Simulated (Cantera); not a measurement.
# Equilibrium for roasting and sulfation: FeS + SO2 + CO2 + H2S

A closed system holds: 1 mol FeS, 0.11 mol SO2, 0.04 mol CO2, 4.2 mol H2S, held at 1650 °C.

These are equilibrium values from Cantera (NASA tables, ideal gas, pure condensed phases), not measurements of a reactor. Candidate condensed phases: C, C6H6, C7H8, C8H18, Fe, Fe(CO)5, FeO, Fe(OH)2, Fe(OH)3, FeS, FeSO4, FeS2, Fe2O3, Fe2(SO4)3, Fe3O4, H2O, H2SO4, S; 127 gas species. FeS: taken at fixed stoichiometry. Kinetics and transport are ignored.

| P (Pa) | x H2 | x H2S | x S2 | x H2O | x SH | x S | x Fe | n FeS(l) |
|---|---|---|---|---|---|---|---|---|
| 1000 | 0.573 | 0.0232 | 0.305 | 0.0348 | 0.0250 | 0.0104 | 0.0101 | 0.935 |
| 2300 | 0.573 | 0.0353 | 0.305 | 0.0371 | 0.0250 | 0.00686 | 0.00289 | 0.982 |
| 5400 | 0.565 | 0.0529 | 0.302 | 0.0388 | 0.0247 | 0.00446 | 0.000807 | 0.995 |
| 13000 | 0.548 | 0.0789 | 0.295 | 0.0401 | 0.0241 | 0.00284 | 0.000218 | 0.999 |
| 29000 | 0.527 | 0.111 | 0.286 | 0.0413 | 0.0232 | 0.00187 | 6.66e-5 | 1.000 |
| 68000 | 0.497 | 0.157 | 0.272 | 0.0426 | 0.0220 | 0.00119 | 1.90e-5 | 1.000 |
| 160000 | 0.458 | 0.214 | 0.255 | 0.0440 | 0.0204 | 0.000752 | 5.45e-6 | 1.000 |
| 370000 | 0.412 | 0.281 | 0.233 | 0.0455 | 0.0186 | 0.000473 | 1.62e-6 | 1.000 |
| 860000 | 0.362 | 0.357 | 0.210 | 0.0472 | 0.0165 | 0.000294 | 4.81e-7 | 1.000 |
| 2000000 | 0.308 | 0.435 | 0.185 | 0.0488 | 0.0143 | 0.000181 | 1.45e-7 | 1.000 |
x: gas mole fraction; n: condensed amount in mol.

From 7.50 Torr to 15000 Torr the condensed part is FeS(l). The main Fe-bearing gas is Fe throughout.
